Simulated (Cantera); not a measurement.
Feed: 1 mol CH3SiCl3, 0.88 mol HCl, 170 mol H2, at 16.0 mbar.

Cantera equilibrium calculation (NASA polynomials, part measured and part estimated; ideal gas, pure solids and liquids). Candidate condensed phases: C, C6H6, C7H8, C8H18, Si, SiC; 109 gas species. The feed counts by its element totals alone. The tables' values for SiCl are old estimates; treat these amounts as uncertain. Gases not in the tables: Si2H6 and higher silanes. The numbers say what is thermodynamically allowed, not how fast it happens.

log p: log10 of the partial pressure in bar; n: condensed amount in mol.

| T (K) | log p H2 | log p H | log p HCl | log p Si | log p C2H2 (acetylene) | log p Cl | log p SiC2 | n SiC(s) |
|---|---|---|---|---|---|---|---|---|
| 1400 | -1.81 | -6.22 | -3.45 | -10.92 | -8.37 | -7.94 | <-13 | 0.996 |
| 1500 | -1.81 | -5.66 | -3.45 | -9.81 | -7.45 | -7.39 | (withheld) | 0.996 |
| 1600 | -1.81 | -5.17 | -3.45 | -8.75 | -6.85 | -6.91 | (withheld) | 0.994 |
| 1700 | -1.81 | -4.73 | -3.45 | -7.73 | -6.47 | -6.49 | (withheld) | 0.991 |
| 1800 | -1.81 | -4.35 | -3.45 | -6.81 | -6.17 | -6.11 | (withheld) | 0.984 |
| 1900 | -1.81 | -4.00 | -3.45 | -6.02 | -5.85 | -5.77 | (withheld) | 0.968 |
| 2000 | -1.81 | -3.69 | -3.46 | -5.36 | -5.45 | -5.47 | (withheld) | 0.919 |
| 2100 | -1.82 | -3.41 | -3.47 | -4.81 | -5.01 | -5.20 | (withheld) | 0.765 |
| 2200 | -1.83 | -3.16 | -3.48 | -4.33 | -4.57 | -4.95 | (withheld) | 0.300 |
| 2300 | -1.84 | -2.94 | -3.49 | -4.15 | -4.43 | -4.73 | (withheld) | 0 |

Question: Complete the blanks.

Answer: 
- 1500, log p SiC2: -13.18
- 1600, log p SiC2: -11.64
- 1700, log p SiC2: -10.37
- 1800, log p SiC2: -9.26
- 1900, log p SiC2: -8.24
- 2000, log p SiC2: -7.27
- 2100, log p SiC2: -6.35
- 2200, log p SiC2: -5.50
- 2300, log p SiC2: -5.24
